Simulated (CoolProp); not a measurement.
Vapour-liquid equilibrium of R1234ze(E) (1) + n-pentane (2) at 7.75 °C; x and y are mole fractions of (1).

Model: multi-fluid Helmholtz-energy mixture model, Thol 2016 and Thol 2019; pair parameters Bell 2016, in CoolProp.

| x | bubble pressure, mixture model (MPa) | bubble pressure, Raoult's law (MPa) | y, mixture model | y, Raoult's law |
|---|---|---|---|---|
| 0.05 | 0.06930 | 0.04697 | 0.519 | 0.304 |
| 0.2 | 0.1482 | 0.08463 | ___ | 0.675 |
| 0.35 | ___ | 0.1223 | 0.861 | 0.817 |
| 0.5 | ___ | 0.1600 | ___ | 0.892 |
| 0.65 | ___ | 0.1976 | 0.909 | 0.939 |
| 0.8 | 0.2580 | 0.2353 | ___ | 0.971 |
| 0.95 | 0.2782 | 0.2729 | ___ | 0.994 |

Problem. Some entries are withheld; supply them.

Solution. 
- 0.2, y, mixture model: 0.797
- 0.35, bubble pressure, mixture model (MPa): 0.1952
- 0.5, bubble pressure, mixture model (MPa): 0.2224
- 0.5, y, mixture model: 0.889
- 0.65, bubble pressure, mixture model (MPa): 0.2407
- 0.8, y, mixture model: 0.933
- 0.95, y, mixture model: 0.977

The largest gap from Raoult's law is +75.1 % in bubble pressure, at x = 0.2. No azeotrope shows between x = 0.05 and 0.95.

The pair parameters rest on a limited set of measurements; away from them the model extrapolates. With so large a gap from Raoult's law the liquid may split in two, which this calculation doesn't test in full.
